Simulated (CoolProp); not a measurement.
R365MFC at 298.15 K and 0.00786 MPa is compressed adiabatically to 0.0276 MPa with isentropic efficiency 0.85. Each further row changes one setting.

Computed with CoolProp (reference Helmholtz-energy equation of state, Lemmon 2016).

```csv
case,work (kJ/kg),final temperature (K),final density (kg/m³)
as stated,25.5,323.9,1.53
efficiency 1,21.6,320.2,1.55
efficiency 0.65,33.3,331.4,1.50
```
